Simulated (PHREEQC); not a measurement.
**Metal-bearing waste water (model solution)**

A solution holds 0.24 mol/kgw CuSO4 and 0.0001 mol/kgw NaF, at 25 °C. Closed to the air; pH follows from the charge balance.

Equilibrium calculation in PHREEQC: ion-association model, phreeqc.dat.

| Item | Value |
|---|---|
| pH | 4.41 |
| ionic strength | 0.449 mol/kgw |
| activity of water | 0.994 |
| specific conductance | 15800 µS/cm |
| density | 1.034 g/cm³ |

```
species     molality  activity   log γ
----------  --------  --------  ------
CuSO4          0.128     0.142   0.045
SO4-2          0.112    0.0240  -0.669
Cu+2           0.112    0.0289  -0.589
HSO4-       0.000125   9.11e-5  -0.136
Na+          8.90e-5   6.40e-5  -0.143
Cu2(OH)2+2   8.29e-5   2.37e-5  -0.544
F-           6.69e-5   4.29e-5  -0.193
H+           5.08e-5   3.90e-5  -0.115
CuF+         3.08e-5   2.25e-5  -0.136
CuOH+        1.12e-5   7.36e-6  -0.182
NaSO4-       1.10e-5   7.71e-6  -0.156
HF           2.26e-6   2.51e-6   0.045
Cu(OH)2      3.53e-7   3.92e-7   0.045
NaF          1.42e-9   1.58e-9   0.045
```

Precipitation was switched off in this run.
